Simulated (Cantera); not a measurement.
An isothermal, constant-pressure homogeneous reactor starts with 33.0 % H2, 66.1 % O2, 0.859 % N2, at 1448 K and 20.0 Torr.

Cantera simulation using GRI-Mech 3.0 (53 species, 325 reactions); the numbers are that mechanism's predictions, not measurements. Radical loss at walls, strong at low pressure, is not modelled. The temperature is held fixed by assumption; the heat of reaction is taken as removed at once.

One state of this run: x H2 = 2.91e-6; x O2 = 0.594; x H2O = 0.396; x H2O2 = 7.57e-9; x HO2 = 2.32e-7. x: mole fraction; the columns are a selection and need not sum to one.

**Question.** Which value of t (s) does it belong to?
A) 0.0921
B) 0.365
C) 90.0
D) 0.00148

**Answer.** C, 90.0
